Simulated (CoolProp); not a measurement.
Saturation properties of sulfur dioxide.

Values from CoolProp's reference Helmholtz-energy equation of state, Gao 2016.

```
T (°C)  p (bar)  liquid density (kg/m³)  surface tension (mN/m)
------  -------  ----------------------  ----------------------
27.25     4.225                    1360                    21.2
33.05     5.092                    1344                    20.1
38.95     6.107                    1327                     ___
44.85     7.269                    1309                    17.8
50.75     8.592                    1291                    16.7
56.65     10.09                     ___                    15.6
62.45     11.74                    1253                     ___
68.35       ___                    1234                    13.4
74.25     15.72                    1213                    12.3
80.15     18.05                    1192                    11.2
86.05       ___                    1170                    10.1
```

Question: Complete the blanks.

Answer: 
- 38.95, surface tension (mN/m): 19.0
- 56.65, liquid density (kg/m³): 1272
- 62.45, surface tension (mN/m): 14.5
- 68.35, p (bar): 13.63
- 86.05, p (bar): 20.63

It boils at -10.0 °C under 1 atm.

Surface tension comes from a separate correlation (Mulero 2012).
